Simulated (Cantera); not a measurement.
Equilibrium for silicon nitride deposition: SiCl4 + N2

A closed system holds: 1 mol SiCl4, 1.3 mol N2, at 100000 Pa.

Method: chemical equilibrium by Gibbs-energy minimisation in Cantera with the NASA 1993 tables (ideal gas, pure condensed phases). Candidate condensed phases: Si, Si3N4; 13 gas species. The tables' values for SiCl3 are old estimates; treat these amounts as uncertain. Kinetics and transport are ignored.

From 750 °C to 1350 °C nothing is condensed. The main Si-bearing gas is SiCl4 throughout.

```csv
T (°C),x N2,x SiCl4,x SiCl3,x Cl,x Cl2,x SiCl2
750,0.565,0.435,1.02e-6,3.21e-7,3.48e-7,5.02e-11
850,0.565,0.435,6.97e-6,2.87e-6,2.05e-6,1.39e-9
950,0.565,0.435,3.53e-5,1.77e-5,8.79e-6,2.28e-8
1050,0.565,0.435,0.000141,8.23e-5,2.94e-5,2.49e-7
1150,0.565,0.434,0.000465,0.000306,8.15e-5,1.97e-6
1250,0.565,0.433,0.00132,0.000949,0.000195,1.19e-5
1350,0.564,0.430,0.00327,0.00256,0.000414,5.79e-5
```
x: gas mole fraction; nothing condenses.
